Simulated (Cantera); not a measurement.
Input (Python, Cantera):

```python
import numpy as np
import cantera as ct

gas = ct.Solution("gri30.yaml")
gas.TPX = 2000, 91, {'CH4': 1, 'H2': 31}
inlet = ct.Reservoir(gas, clone=True)

reactor = ct.IdealGasConstPressureReactor(gas, energy="off", clone=False)
exhaust = ct.Reservoir(gas, clone=True)
tau = [16, 5.5, 1.9, 0.68, 0.24, 0.085, 0.03, 0.011, 0.0037][0]
for a, b in ((inlet, reactor), (reactor, exhaust)):
    ct.MassFlowController(a, b, mdot=lambda t: reactor.mass / tau)
net = ct.ReactorNet([reactor])
show = ['CH4', 'H2', 'CH2', 'H', 'C2H6']

rows = []
print(f"{'tau/s':>10s}{'T/K':>9s}" + "".join(f"{s:>11s}" for s in show))
for tau in [16, 5.5, 1.9, 0.68, 0.24, 0.085, 0.03, 0.011, 0.0037]:
    net.initial_time = 0.0
    net.advance(30 * tau)
    before = gas.X
    net.advance(40 * tau)
    drift = np.max(np.abs(gas.X - before) / (gas.X + 1e-9))
    rows.append([gas.T, *gas[show].X, drift])
    print(f"{tau:10.3e}{gas.T:9.1f}" + "".join(f"{x:11.3e}" for x in gas[show].X))
```

It prints:

```
     tau/s      T/K        CH4         H2        CH2          H       C2H6
 1.600e+01   2000.0  1.329e-03  9.707e-01  6.052e-06  1.338e-02  1.098e-08
 5.500e+00   2000.0  3.273e-03  9.729e-01  7.937e-06  1.000e-02  5.149e-08
 1.900e+00   2000.0  7.097e-03  9.729e-01  9.783e-06  7.773e-03  1.878e-07
 6.800e-01   2000.0  1.326e-02  9.711e-01  1.072e-05  6.135e-03  5.026e-07
 2.400e-01   2000.0  2.142e-02  9.683e-01  9.184e-06  4.526e-03  8.972e-07
 8.500e-02   2000.0  2.818e-02  9.670e-01  4.123e-06  2.555e-03  6.837e-07
 3.000e-02   2000.0  3.051e-02  9.678e-01  7.434e-07  9.886e-04  1.610e-07
 1.100e-02   2000.0  3.100e-02  9.684e-01  1.073e-07  3.639e-04  2.516e-08
 3.700e-03   2000.0  3.117e-02  9.686e-01  1.219e-08  1.218e-04  2.793e-09
```

Detailed kinetics in Cantera: GRI-Mech 3.0 (53 species, 325 reactions). GRI-Mech 3.0 stops at C3 and has no aromatics, soot or wall deposition, so with more carbon than oxygen in the feed, carbon stays in small species such as C2H2 where larger ones or solid carbon would form. Radical loss at walls, strong at low pressure, is not modelled.
